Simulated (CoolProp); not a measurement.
Vapour-liquid equilibrium of n-hexane (1) + cyclohexane (2) at 0.0138 MPa; x and y are mole fractions of (1).

Model: multi-fluid Helmholtz-energy mixture model, Thol 2019 and Zhou 2014; pair parameters Bell 2016, in CoolProp.

```tsv
x	bubble temperature (K)	y at the bubble point	dew temperature at overall composition x (K)	liquid density (mol/L)
0.05	298.6	0.084	299.0	9.097
0.15	297.2	0.229	298.0	8.931
0.25	295.9	0.353	297.0	8.769
0.35	294.8	0.462	296.0	8.611
0.45	293.8	0.560	294.9	8.457
0.55	293.0	0.650	294.0	8.308
0.65	292.2	0.735	293.0	8.163
0.75	291.4	0.814	292.0	8.022
0.85	290.7	0.891	291.1	7.885
0.95	290.0	0.964	290.2	7.752
```

No azeotrope shows between x = 0.05 and 0.95.

Pair parameters are fitted to limited data, so mixtures are less certain than the pure fluids.
